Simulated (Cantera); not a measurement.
Input (Python, Cantera):

```python
import numpy as np
import cantera as ct

gas = ct.Solution("gri30.yaml")
gas.TPX = 1425, 290, {'CH4': 1, 'N2': 3.6}
reactor = ct.IdealGasConstPressureReactor(gas, energy="off", clone=False)
net = ct.ReactorNet([reactor])
net.rtol, net.atol = 1e-08, 1e-18
show = ['CH4', 'H', 'C2H6', 'C2H', 'CH2', 'C2H2']
times = np.geomspace(0.0007, 20, 10)

steps = ct.SolutionArray(gas, extra=["t"])
rows = []
print(f"{'t/s':>10s}{'T/K':>9s}{'P/Pa':>11s}" + "".join(f"{s:>11s}" for s in show))
for t in times:
    while net.time < t:
        t_next = net.step()
        steps.append(gas.state, t=t_next)
    rows.append([np.interp(t, steps.t, y) for y in (steps.T, steps.P, *steps(*show).X.T)])
    print(f"{t:10.3e}{rows[-1][0]:9.1f}{rows[-1][1]:11.4g}" + "".join(f"{x:11.3e}" for x in rows[-1][2:]))
rate = np.gradient(steps.T, steps.t)
print("integrator steps:", len(steps.t))
if steps.T.max() > steps.T[0] + 200:
    print(f"time of steepest temperature rise: {steps.t[rate.argmax()]:.4e} s")
gas.TPX = 1425, 290, {'CH4': 1, 'N2': 3.6}
gas.equilibrate("TP")
print(f"equilibrium (TP): T = {gas.T:.1f} K  " + "  ".join(f"{s} {gas[s].X[0]:.3e}" for s in show))
```

Result:

```
       t/s      T/K       P/Pa        CH4          H       C2H6        C2H        CH2       C2H2
 7.000e-04   1425.0        290  2.174e-01  5.982e-09  2.823e-15  1.445e-29  2.047e-15  3.802e-20
 2.189e-03   1425.0        290  2.174e-01  5.988e-09  1.010e-13  1.172e-26  1.628e-14  9.197e-18
 6.844e-03   1425.0        290  2.174e-01  5.989e-09  3.243e-12  5.957e-24  1.292e-13  1.397e-15
 2.140e-02   1425.0        290  2.174e-01  5.999e-09  9.914e-11  2.227e-21  1.147e-12  1.607e-13
 6.691e-02   1425.0        290  2.174e-01  6.097e-09  2.865e-09  7.279e-19  1.080e-11  1.664e-11
 2.092e-01   1425.0        290  2.174e-01  7.053e-09  7.209e-08  2.181e-16  1.027e-10  1.681e-09
 6.542e-01   1425.0        290  2.173e-01  1.622e-08  1.326e-06  4.650e-14  9.319e-10  1.800e-07
 2.046e+00   1425.0        290  2.165e-01  1.145e-07  1.442e-05  4.013e-12  7.193e-09  2.057e-05
 6.396e+00   1425.0        290  2.060e-01  1.534e-06  6.197e-05  2.645e-10  2.919e-08  1.698e-03
 2.000e+01   1425.0        290  1.649e-01  6.614e-06  3.684e-05  2.310e-09  2.336e-08  1.888e-02
integrator steps: 773
equilibrium (TP): T = 1425.0 K  CH4 1.770e-04  H 6.597e-05  C2H6 2.910e-10  C2H 1.405e-08  CH2 1.616e-10  C2H2 4.938e-02
```

Detailed kinetics in Cantera: GRI-Mech 3.0 (53 species, 325 reactions). GRI-Mech 3.0 stops at C3 and has no aromatics, soot or wall deposition, so with more carbon than oxygen in the feed, carbon stays in small species such as C2H2 where larger ones or solid carbon would form. Radical loss at walls, strong at low pressure, is not modelled.
